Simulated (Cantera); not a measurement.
An isothermal, constant-pressure homogeneous reactor starts with NH₃ : H₂ = 1 : 5.1 (molar parts), at 1425 K and 173 Torr. Integrator tolerance rtol = 1e-08.

Detailed kinetics in Cantera: the gas-phase N/H chemistry of the illustrative SiF4/NH3 mechanism in the Surface Chemkin manual (1991). Walls and surfaces, which speed up NH3 decomposition in real reactors, are not modelled.

Problem. What does this change do: temperature 1425 to 1650 K?

Solution. 
```
quantity                                             before                                      after
-----------------  ----------------------------------------  -----------------------------------------
x(NH₃) at 2.00 s      0.164 (gas-phase equilibrium 4.23e-6)      0.149 (gas-phase equilibrium 2.22e-6)
x(H₂) at 2.00 s         0.836 (gas-phase equilibrium 0.930)        0.844 (gas-phase equilibrium 0.929)
x(N) at 2.00 s      1.51e-10 (gas-phase equilibrium <1e-12)   1.57e-8 (gas-phase equilibrium 1.10e-12)
x(NH₂) at 2.00 s   4.82e-6 (gas-phase equilibrium 1.30e-10)    4.37e-5 (gas-phase equilibrium 1.08e-9)
x(N₂H₂) at 2.00 s    5.84e-9 (gas-phase equilibrium <1e-12)     6.66e-8 (gas-phase equilibrium <1e-12)
x(H) at 2.00 s      1.19e-5 (gas-phase equilibrium 1.38e-5)  0.000101 (gas-phase equilibrium 0.000184)
```

Problem. What does this change do: temperature 1425 to 2373 K?

Solution. 
| quantity | before | after |
|---|---|---|
| x(NH₃) at 2.00 s | 0.164 (gas-phase equilibrium 4.23e-6) | 6.34e-7 (gas-phase equilibrium 6.24e-7) |
| x(H₂) at 2.00 s | 0.836 (gas-phase equilibrium 0.930) | 0.903 (gas-phase equilibrium 0.903) |
| x(N) at 2.00 s | 1.51e-10 (gas-phase equilibrium <1e-12) | 4.70e-8 (gas-phase equilibrium 4.63e-8) |
| x(NH₂) at 2.00 s | 4.82e-6 (gas-phase equilibrium 1.30e-10) | 6.29e-8 (gas-phase equilibrium 6.19e-8) |
| x(N₂H₂) at 2.00 s | 5.84e-9 (gas-phase equilibrium <1e-12) | <1e-12 (gas-phase equilibrium <1e-12) |
| x(H) at 2.00 s | 1.19e-5 (gas-phase equilibrium 1.38e-5) | 0.0279 (gas-phase equilibrium 0.0279) |
